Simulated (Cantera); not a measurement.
Feed: 1 mol AlCl3, 160 mol NH3, 2.5 mol H2, held at 623.15 K and 0.900 Torr.

Cantera equilibrium calculation (NASA polynomials, part measured and part estimated; ideal gas, pure solids and liquids). Candidate condensed phases: Al, AlCl3, AlN, NH4Cl; 20 gas species. Equilibrium is a limit: real reactors are often held back by kinetics, nucleation or transport.

Base state: H2 0.745, N2 0.246, HCl 0.00925, NH3 1.08e-5 (mole fractions); condensed: AlN(s).

What changes in the equilibrium state with this change: temperature from 623.15 K to 2073.15 K?


```json
[
 {"species": "H2", "before": "0.745", "after": "0.689"},
 {"species": "N2", "before": "0.246", "after": "0.239"},
 {"species": "H", "before": "<1e-9", "after": "0.0631"},
 {"species": "AlCl", "before": "<1e-9", "after": "0.00244"},
 {"species": "Al", "before": "<1e-9", "after": "0.000537"},
 {"species": "Cl", "before": "<1e-9", "after": "0.000412"},
 {"species": "NH3", "before": "1.08e-5", "after": "5.98e-9"},
 {"species": "HCl", "before": "0.00925", "after": "0.00609"},
 {"species": "AlN(s), mol", "before": "0.997", "after": "0"}
]
```

What changes in the equilibrium state with this change: temperature from 623.15 K to 1423.15 K?


```json
[
 {"species": "H2", "before": "0.745", "after": "0.744"},
 {"species": "N2", "before": "0.246", "after": "0.246"},
 {"species": "HCl", "before": "0.00925", "after": "0.00705"},
 {"species": "AlCl", "before": "<1e-9", "after": "0.00202"},
 {"species": "H", "before": "<1e-9", "after": "0.000166"},
 {"species": "AlCl2", "before": "<1e-9", "after": "6.07e-5"},
 {"species": "AlN(s), mol", "before": "0.997", "after": "0.319"}
]
```
The tables' values for AlCl2 are old estimates; treat these amounts as uncertain.
